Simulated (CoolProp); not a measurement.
Vapour-liquid equilibrium of ethylbenzene (1) + m-xylene (2) at 0.927 bar; x and y are mole fractions of (1).

Values from CoolProp's multi-fluid Helmholtz-energy mixture model, Zhou 2012 and Zhou 2012; pair parameters Bell 2016.

```csv
x,"bubble temperature, mixture model (°C)","bubble temperature, Raoult's law (°C)","y, mixture model","y, Raoult's law"
0.05,135.6,135.6,0.054,0.054
0.15,135.2,135.3,0.161,0.160
0.25,134.9,135.0,[?],0.265
0.35,134.6,134.7,0.369,0.368
0.45,134.3,134.5,[?],0.470
0.55,134.0,134.2,0.568,0.570
0.65,133.7,133.9,0.666,0.668
0.75,133.5,133.6,[?],0.765
0.85,133.2,133.3,0.858,0.860
0.95,133.0,133.0,0.953,0.954
```

Q: Some entries are withheld; supply them.

A: 
- 0.25, y, mixture model: 0.266
- 0.45, y, mixture model: 0.469
- 0.75, y, mixture model: 0.762

The largest gap from Raoult's law is -0.2 K in bubble temperature, at x = 0.55. No azeotrope shows between x = 0.05 and 0.95.

The pair parameters rest on a limited set of measurements; away from them the model extrapolates.
